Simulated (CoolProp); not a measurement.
Computed with CoolProp (reference Helmholtz-energy equation of state, Zhou 2011).

**Question.** Give the vapour pressure (kPa), liquid cp (kJ/(kg K)), vapour Z, surface tension (mN/m) of saturated dimethyl carbonate at 330.7, 346.8, 379 K.

**Answer.** 
| T (K) | p (kPa) | liquid cp (kJ/(kg K)) | vapour Z | surface tension (mN/m) |
|---|---|---|---|---|
| 330.7 | 31.7 | 1.89 | 0.988 | 23.6 |
| 346.8 | 58.2 | 1.92 | 0.981 | 21.3 |
| 379 | 163 | 2.00 | 0.959 | 16.9 |

Surface tension comes from a separate correlation (Mulero 2014).
